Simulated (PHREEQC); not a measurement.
Acid rinse or clean (model solution)

Make-up at 25 °C: 0.0029 mol/kgw H2SO4, 0.15 mol/kgw CaCl2 and 3.2e-05 mol/kgw MnSO4. Closed to the air; pH follows from the charge balance.

Equilibrium calculation in PHREEQC: Pitzer model, pitzer.dat.

This is a speciation only: nothing precipitates in the calculation.

Question: Estimate the pH, osmotic coefficient, activity of water.

Answer: pH 2.35; osmotic coefficient 0.855; activity of water 0.993.

Question: In which forms is S present?

Answer: SO4-2 96 %, HSO4- 4.1 % of the S.

Species that the database lacks are ignored.
